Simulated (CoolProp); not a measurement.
Computed with CoolProp (reference Helmholtz-energy equation of state, Lemmon 2006). It is a short technical equation, of lower accuracy than the large ones.

Question: Give the vapour pressure (bar), vapour density (kg/m³), enthalpy of vaporisation (kJ/kg) of saturated carbonyl sulfide at 289.2, 293.2 K.

Answer: 
| T (K) | p (bar) | vapour density (kg/m³) | enthalpy of vaporisation (kJ/kg) |
|---|---|---|---|
| 289.2 | 10.2 | 29.6 | 255 |
| 293.2 | 11.3 | 32.8 | 251 |
